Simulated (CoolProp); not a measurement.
Vapour-liquid equilibrium of dimethyl ether (1) + isobutane (2) at 210.5 K; x and y are mole fractions of (1).

Model: multi-fluid Helmholtz-energy mixture model, Wu 2011 and Bücker 2006; pair parameters Bell 2016, in CoolProp.

```tsv
x	bubble pressure (kPa)	y at the bubble point	dew pressure at overall composition x (kPa)	liquid density (mol/L)
0.05	8.889	0.161	8.134	…
0.125	…	0.318	8.632	11.64
0.2	11.18	0.421	9.185	11.97
0.275	11.96	0.495	9.800	12.31
0.35	…	0.553	…	12.68
0.425	13.04	0.600	11.22	13.07
0.5	13.42	0.642	12.01	13.48
0.575	13.71	0.680	12.79	13.92
0.65	13.93	0.719	13.49	14.39
0.725	14.09	0.760	13.96	14.89
0.8	14.16	0.807	14.16	15.42
0.875	14.14	0.864	14.12	16.00
0.95	13.97	0.937	13.92	16.61
```

**Question.** Some entries are withheld; supply them.

**Answer.** 
- 0.05, liquid density (mol/L): 11.33
- 0.125, bubble pressure (kPa): 10.18
- 0.35, bubble pressure (kPa): 12.57
- 0.35, dew pressure at overall composition x (kPa): 10.48

y crosses x between x = 0.8 and 0.875: the model has an azeotrope there.

The pair parameters rest on a limited set of measurements; away from them the model extrapolates.
